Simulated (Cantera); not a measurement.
Equilibrium for sublimation and decomposition of ceramics: AlN + N₂ + C

Input: 1 mol AlN, 0.15 mol N₂, 0.0071 mol C, held at 2548 K.

Method: chemical equilibrium by Gibbs-energy minimisation in Cantera with the NASA 1993 tables (ideal gas, pure condensed phases). Candidate condensed phases: Al, AlN, C; 16 gas species. Equilibrium is a limit: real reactors are often held back by kinetics, nucleation or transport.

```json
[
 {"P (Pa)": "1", "x N₂": "0.392", "x Al": "0.604", "x CN": "0.00200", "x C": "0.00211", "x Al₂": "1.18e-7", "n C(graphite)": "0", "n AlN(s)": "0"},
 {"P (Pa)": "10", "x N₂": "0.392", "x Al": "0.605", "x CN": "0.00262", "x C": "0.000874", "x Al₂": "1.18e-6", "n C(graphite)": "0", "n AlN(s)": "0"},
 {"P (Pa)": "100", "x N₂": "0.392", "x Al": "0.605", "x CN": "0.00237", "x C": "0.000249", "x Al₂": "1.18e-5", "n C(graphite)": "0", "n AlN(s)": "0"},
 {"P (Pa)": "1000", "x N₂": "0.393", "x Al": "0.606", "x CN": "0.000956", "x C": "3.18e-5", "x Al₂": "0.000119", "n C(graphite)": "0.00477", "n AlN(s)": "0"},
 {"P (Pa)": "10000", "x N₂": "0.394", "x Al": "0.604", "x CN": "0.000303", "x C": "3.18e-6", "x Al₂": "0.00118", "n C(graphite)": "0.00639", "n AlN(s)": "0"},
 {"P (Pa)": "100000", "x N₂": "0.928", "x Al": "0.0714", "x CN": "0.000147", "x C": "3.18e-7", "x Al₂": "0.000165", "n C(graphite)": "0.00704", "n AlN(s)": "0.988"},
 {"P (Pa)": "1000000", "x N₂": "0.998", "x Al": "0.00218", "x CN": "4.81e-5", "x C": "3.18e-8", "x Al₂": "1.53e-6", "n C(graphite)": "0.00706", "n AlN(s)": "1.000"}
]
```
x: gas mole fraction; n: condensed amount in mol.

From 1.00 Pa to 1.00 mbar nothing is condensed. From 10.0 mbar to 0.100 bar the condensed part is C(graphite). From 1.00 bar to 10.0 bar the condensed part is AlN(s) + C(graphite). The main Al-bearing gas is Al throughout.
